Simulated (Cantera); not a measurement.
A closed system holds: 1 mol FeCl₃, 1.2 mol H₂, 0.97 mol N₂, equilibrated at 133 Pa.

Method: chemical equilibrium by Gibbs-energy minimisation in Cantera with the NASA 1993 tables (ideal gas, pure condensed phases). Candidate condensed phases: Fe, FeCl₂, FeCl₃, NH₄Cl; 18 gas species. The numbers say what is thermodynamically allowed, not how fast it happens.

x: gas mole fraction; n: condensed amount in mol.

| T (K) | x HCl | x FeCl₂ | x N₂ | x H₂ | x Fe | x Cl | x H | n Fe(γ) |
|---|---|---|---|---|---|---|---|---|
| 1398 | 0.283 | 0.267 | 0.264 | 0.185 | 1.09e-5 | 7.03e-5 | 5.58e-5 | 0.0202 |
| 1498 | 0.272 | 0.272 | 0.264 | 0.191 | 0.000101 | 0.000237 | 0.000205 | 0 |
| 1598 | 0.273 | 0.271 | 0.264 | 0.190 | ___ | ___ | ___ | 0 |
| 1698 | 0.275 | 0.268 | 0.263 | 0.187 | 0.00297 | 0.00196 | 0.00171 | 0 |
| 1798 | 0.285 | 0.258 | 0.260 | 0.178 | 0.0106 | 0.00499 | 0.00406 | 0 |
| 1898 | 0.304 | 0.235 | 0.254 | 0.158 | 0.0270 | 0.0124 | 0.00852 | 0 |
| 1998 | 0.327 | ___ | 0.245 | ___ | ___ | ___ | ___ | 0 |
| 2098 | 0.338 | 0.154 | 0.230 | 0.102 | 0.0824 | 0.0654 | 0.0270 | 0 |

**Question.** Some entries are withheld; supply them.

**Answer.** 
- 1998, x FeCl₂: 0.200
- 1998, x H₂: 0.131
- 1998, x Fe: 0.0518
- 1998, x Cl: 0.0295
- 1998, x H: 0.0159
- 1598, x Fe: 0.000622
- 1598, x Cl: 0.000722
- 1598, x H: 0.000635
